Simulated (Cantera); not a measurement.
A freely propagating, adiabatic, planar premixed flame of 17.4 % CH3OH, 17.4 % O2, 65.3 % N2, equivalence ratio 1.5, unburnt at 625 K and 1280 Torr; mixture-averaged transport, grid criteria slope 0.08 and curve 0.16, no radiation.

Computed with Cantera and GRI-Mech 3.0 (53 species, 325 reactions). GRI-Mech 3.0 was tuned for natural gas; its chemistry of methanol as a main component is partial and can be far from experiment. Burning velocities carry a grid error of a few per cent, more on coarse grids.

**Question.** Predict: laminar burning velocity; thermal thickness; peak x(C2H); peak x(O); peak x(C2H2).

**Answer.** 
- laminar burning velocity: 146 cm/s
- thermal thickness: 0.139 mm
- peak x(C2H): 1.29e-8
- peak x(O): 0.00147
- peak x(C2H2): 6.91e-6
